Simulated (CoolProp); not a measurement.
A Linde-Hampson liquefier for carbon monoxide: isothermal reversible compression at 290 K from 1 atm to 30 MPa, throttling to 1 atm, return gas leaving the recuperator 5 K below the feed. Each further row changes one setting.

Computed with CoolProp (reference Helmholtz-energy equation of state, Lemmon 2006). It is a short technical equation, of lower accuracy than the large ones.

| case | liquid yield per pass | compression work (kJ/kg of gas) |
|---|---|---|
| as stated | [?] | 490 |
| high pressure 60 MPa | 0.092 | [?] |
| warm-end temperature 320 K | [?] | [?] |
| warm-end gap 10 K | 0.090 | 490 |

Q: Fill in the missing entries.

A: 
- as stated, liquid yield per pass: 0.101
- high pressure 60 MPa, compression work (kJ/kg of gas): 567
- warm-end temperature 320 K, liquid yield per pass: 0.073
- warm-end temperature 320 K, compression work (kJ/kg of gas): 546
